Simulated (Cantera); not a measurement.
A closed system holds: 1 mol SiHCl3, 53 mol N2, 3 mol H2, at 2073.15 K and 90.0 mbar.

Equilibrium computed with Cantera from the NASA thermochemical tables; the gas is ideal and each condensed phase is pure. Candidate condensed phases: NH4Cl, Si, Si3N4; 28 gas species. The tables' values for SiCl, SiCl3, SiN are old estimates; treat these amounts as uncertain. Rates play no part.

Base state: N2 0.911, H2 0.0494, HCl 0.0196, SiCl2 0.0153, H 0.00195, Si 0.000988, Cl 0.000572, SiCl 0.000554 (mole fractions); condensed: gas only.

What changes in the equilibrium state with this change: temperature from 2073.15 K to 1198 K?


```csv
species,before,after
N2,0.911,0.913
HCl,0.0196,0.0507
H2,0.0494,0.0357
SiCl2,0.0153,8.02e-6
SiCl4,3.57e-7,0.000388
Si,0.000988,<1e-9
SiCl,0.000554,<1e-9
Si2N,6.82e-5,<1e-9
SiN,6.23e-5,<1e-9
"Si3N4(s), mol",0,0.325
```
N2 is the only nitrogen source here; it is nearly inert below about 1500 K, so the nitride shown seldom forms there in practice. The tables' values for SiCl3 are old estimates; treat these amounts as uncertain.

What changes in the equilibrium state with this change: SiHCl3 replaced by SiCl4?


| species | before | after |
|---|---|---|
| N2 | 0.911 | 0.912 |
| HCl | 0.0196 | 0.0339 |
| H2 | 0.0494 | 0.0339 |
| SiCl2 | 0.0153 | 0.0165 |
| Si2 | 1.08e-5 | 6.61e-7 |
| Si2N | 6.82e-5 | 4.17e-6 |

What changes in the equilibrium state with this change: temperature from 2073.15 K to 1323 K?


| species | before | after |
|---|---|---|
| N2 | 0.911 | 0.913 |
| HCl | 0.0196 | 0.0507 |
| H2 | 0.0494 | 0.0357 |
| SiCl2 | 0.0153 | 9.75e-5 |
| SiCl4 | 3.57e-7 | 0.000288 |
| Si | 0.000988 | <1e-9 |
| SiCl | 0.000554 | <1e-9 |
| Si2N | 6.82e-5 | <1e-9 |
| SiN | 6.23e-5 | <1e-9 |
| Si3N4(s), mol | 0 | 0.324 |
N2 is the only nitrogen source here; it is nearly inert below about 1500 K, so the nitride shown seldom forms there in practice. The tables' values for SiCl3 are old estimates; treat these amounts as uncertain.
